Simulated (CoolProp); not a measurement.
Vapour-liquid equilibrium of n-octane (1) + ethylbenzene (2) at 0.755 MPa; x and y are mole fractions of (1).

Computed with CoolProp (multi-fluid Helmholtz-energy mixture model, Beckmüller 2019 and Zhou 2012; pair parameters Bell 2016).

Q: Give the bubble temperature and the first vapour's composition at x = 0.05, 0.25, 0.55. Is there an azeotrope?

A: x = 0.05: 503.0 K, y = 0.066; x = 0.25: 498.6 K, y = 0.299; x = 0.55: 494.2 K, y = 0.591. No azeotrope shows between x = 0.05 and 0.95.

Pair parameters are fitted to limited data, so mixtures are less certain than the pure fluids.
